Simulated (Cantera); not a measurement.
Charge: 1 mol Cu₂O, 2.4 mol H₂, 8 mol N₂, 0.0072 mol CO₂, equilibrated at 0.133 bar.

Equilibrium computed with Cantera from the NASA thermochemical tables; the gas is ideal and each condensed phase is pure. Candidate condensed phases: C, C₆H₆, C₇H₈, C₈H₁₈, Cu, CuO, Cu(OH)₂, Cu₂O, H₂O; 139 gas species. Rates play no part.

Problem. At 1750 K, list the 7 most abundant gas species with their mole fractions, and the condensed phases.

Solution. N₂ 0.767, H₂ 0.134, H₂O 0.0964, Cu 0.00224, CO 0.000575, H 0.000233, CO₂ 0.000115. Condensed: Cu(l).
